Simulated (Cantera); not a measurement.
A perfectly stirred reactor is fed with 15.3 % CO, 3.99 % H₂, 13.2 % O₂, 46.0 % N₂, 21.5 % H₂O, at 760 Torr; it is adiabatic with a 623 K inlet, and is followed from long to short residence time, starting on the burning branch (τ in s: 0.039, 0.015, 0.0057, 0.0022, 0.00083, 0.00032, 0.00012, 4.7e-05, 1.8e-05, 6.8e-06).

Computed with Cantera and GRI-Mech 3.0 (53 species, 325 reactions).

Task: Predict: blow-out, bracketed by the residence times tried; x(CO) at τ = 39.0 ms; x(H₂) at τ = 39.0 ms; x(O₂) at τ = 39.0 ms; x(NO) at τ = 39.0 ms; x(H₂O) at τ = 39.0 ms; x(CO) at τ = 0.320 ms; x(H₂) at τ = 0.320 ms; x(O₂) at τ = 0.320 ms; x(NO) at τ = 0.320 ms; x(H₂O) at τ = 0.320 ms.

Result: 
```json
{
  "blow_out_bracketed_by_the_residence_times_tried": "burning at 0.120 ms, out at 47.0 µs",
  "x(CO) at τ = 39.0 ms": "0.00335",
  "x(H₂) at τ = 39.0 ms": "0.00109",
  "x(O₂) at τ = 39.0 ms": "0.0405",
  "x(NO) at τ = 39.0 ms": "7.64e-5",
  "x(H₂O) at τ = 39.0 ms": "0.278",
  "x(CO) at τ = 0.320 ms": "0.0323",
  "x(H₂) at τ = 0.320 ms": "0.00896",
  "x(O₂) at τ = 0.320 ms": "0.0564",
  "x(NO) at τ = 0.320 ms": "6.79e-6",
  "x(H₂O) at τ = 0.320 ms": "0.258"
}
```
